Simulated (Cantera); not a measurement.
## Equilibrium for abatement and gas-phase synthesis: SF₆ + H₂

A closed system holds: 1 mol SF₆, 4.3 mol H₂, equilibrated at 110 bar.

Method: chemical equilibrium by Gibbs-energy minimisation in Cantera with the NASA 1993 tables (ideal gas, pure condensed phases). Candidate condensed phases: S; 24 gas species. The ideal-gas law is rough above about 30 bar. Kinetics and transport are ignored.

```csv
T (K),log p HF,log p H₂S,log p H₂,log p S₂,log p SH,log p H,log p S
1398,1.95,1.16,0.70,-0.65,-1.95,-4.98,-5.26
1598,1.95,1.12,0.79,-0.08,-1.27,-3.88,-3.96
1798,1.95,1.05,0.90,0.23,-0.80,-3.00,-3.02
1998,1.94,0.96,0.99,0.41,-0.45,-2.30,-2.30
2198,1.94,0.87,1.05,0.52,-0.19,-1.73,-1.73
2398,1.94,0.76,1.10,0.58,0.01,-1.25,-1.26
2598,1.94,0.66,1.12,0.61,0.17,-0.86,-0.88
2798,1.93,0.55,1.14,0.63,0.29,-0.52,-0.56
2998,1.93,0.45,1.15,0.63,0.38,-0.23,-0.29
3198,1.93,0.35,1.15,0.61,0.45,0.02,-0.06
3398,1.92,0.24,1.15,0.58,0.51,0.24,0.14
```
log p: log10 of the partial pressure in bar; nothing condenses.

From 1398 K to 3398 K nothing is condensed.
